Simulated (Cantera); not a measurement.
Charge: 1 mol Si, a varied amount of N₂O, 8.7 mol H₂, held at 1500 K and 0.00330 bar.

These are equilibrium values from Cantera (NASA tables, ideal gas, pure condensed phases), not measurements of a reactor. Candidate condensed phases: H₂O, Si, SiO₂, Si₂N₂O, Si₃N₄; 35 gas species. Mutual solubility and eutectic melting of coexisting phases are not modelled. The tables hold silica as quartz up to 1696 K and as liquid above; real silica turns to tridymite and cristobalite and melts near 1996 K. Rates play no part.

Task: What share of the Si ends up in condensed phases as a function of n(N₂O) (mol), at 0.29, 0.7, 1.1, 1.5, 1.9, 2.3, 2.8, 3.2?

Result: 
```tsv
n(N₂O) (mol)	Si condensed (%)	as
0.29	98.3	Si(s) + Si₂N₂O(s)
0.7	87.2	SiO₂(β-quartz) + Si₂N₂O(s)
1.1	90.1	SiO₂(β-quartz) + Si₂N₂O(s)
1.5	91.0	SiO₂(β-quartz) + Si₂N₂O(s)
1.9	91.4	SiO₂(β-quartz) + Si₂N₂O(s)
2.3	100.0	SiO₂(β-quartz)
2.8	100.0	SiO₂(β-quartz)
3.2	100.0	SiO₂(β-quartz)
```
